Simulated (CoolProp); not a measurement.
Vapour-liquid equilibrium of isobutene (1) + acetone (2) at 0.765 bar; x and y are mole fractions of (1).

Model: multi-fluid Helmholtz-energy mixture model, Lemmon 2005 and Lemmon 2006; pair parameters Bell 2016, in CoolProp.

Problem. Give the bubble temperature and the first vapour's composition at x = 0.275, 0.35, 0.65. Is there an azeotrope?

Solution. x = 0.275: -1.6 °C, y = 0.908; x = 0.35: -4.7 °C, y = 0.926; x = 0.65: -9.5 °C, y = 0.952. No azeotrope shows between x = 0.05 and 0.95.

Pair parameters are fitted to limited data, so mixtures are less certain than the pure fluids. With so large a gap from Raoult's law the liquid may split in two, which this calculation doesn't test in full.
